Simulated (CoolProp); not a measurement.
Model: reference Helmholtz-energy equation of state, Lemmon 2006, in CoolProp. It is a short technical equation, of lower accuracy than the large ones.

Q: Give the vapour pressure (kPa), liquid density (kg/m³), vapour Z, liquid conductivity (mW/(m K)) of saturated isopentane at 32.15, 48.35 °C.

A: 
| T (°C) | p (kPa) | liquid density (kg/m³) | vapour Z | liquid conductivity (mW/(m K)) |
|---|---|---|---|---|
| 32.15 | 117 | 608 | 0.951 | 99.6 |
| 48.35 | 196 | 590 | 0.930 | 94.7 |

Thermal conductivity comes from a separate model (Vassiliou 2015).
